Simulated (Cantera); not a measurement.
A closed system holds: 1 mol SiO₂, 2.4 mol CH₄, 5.8 mol N₂, at 1973.15 K.

Cantera equilibrium calculation (NASA polynomials, part measured and part estimated; ideal gas, pure solids and liquids). Candidate condensed phases: C, C₆H₆, C₇H₈, C₈H₁₈, H₂O, Si, SiC, SiO₂, Si₂N₂O, Si₃N₄; 151 gas species. Mutual solubility and eutectic melting of coexisting phases are not modelled. Kinetics and transport are ignored.

Question: What share of the Si ends up in condensed phases as a function of P (Pa), at 10, 68, 460, 3200, 22000, 150000, 1000000?

Answer: 
| P (Pa) | Si condensed (%) | as |
|---|---|---|
| 10 | 42.8 | SiC(s) |
| 68 | 62.5 | SiC(s) |
| 460 | 68.1 | SiC(s) |
| 3200 | 69.0 | SiC(s) |
| 22000 | 69.1 | SiC(s) |
| 150000 | 94.3 | SiC(s) + Si₂N₂O(s) |
| 1000000 | 99.4 | Si₂N₂O(s) |
